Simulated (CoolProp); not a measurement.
Vapour-liquid equilibrium of CH2F2 (R32) (1) + R152A (2) at 180.5 K; x and y are mole fractions of (1).

Model: multi-fluid Helmholtz-energy mixture model, Tillner-Roth 1997 and Outcalt 1996; pair parameters Bell 2016, in CoolProp.

```tsv
x	bubble pressure, mixture model (kPa)	bubble pressure, Raoult's law (kPa)	y, mixture model	y, Raoult's law
0.05	1.541	1.495	0.262	0.240
0.15	2.204	2.092	0.537	0.514
0.25	2.837	2.689	0.680	0.666
0.35	3.446	3.286	0.770	0.763
0.45	4.035	3.883	0.832	0.831
0.55	4.610	4.480	0.878	0.880
0.65	5.177	5.077	0.914	0.918
0.75	5.741	5.674	0.943	0.947
0.85	6.306	6.271	0.968	0.971
0.95	6.877	6.868	0.990	0.991
```

The largest gap from Raoult's law is +5.5 % in bubble pressure, at x = 0.25. No azeotrope shows between x = 0.05 and 0.95.

Pair parameters are fitted to limited data, so mixtures are less certain than the pure fluids.
